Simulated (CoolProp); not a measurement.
Values from CoolProp's reference Helmholtz-energy equation of state, Thol 2018.

**Question.** For hydrogen chloride, give the phase and the density (kg/m³), cp (kJ/(kg K)), speed of sound (m/s), Joule-Thomson coefficient (K/MPa) at -48.95 °C and 13.9 bar; -48.95 °C and 22.2 bar; -48.95 °C and 38.8 bar.

**Answer.** 
- -48.95 °C and 13.9 bar: liquid; density 1090, cp 1.71, speed of sound 920, Joule-Thomson coefficient -0.221
- -48.95 °C and 22.2 bar: liquid; density 1090, cp 1.71, speed of sound 925, Joule-Thomson coefficient -0.225
- -48.95 °C and 38.8 bar: liquid; density 1100, cp 1.70, speed of sound 936, Joule-Thomson coefficient -0.231
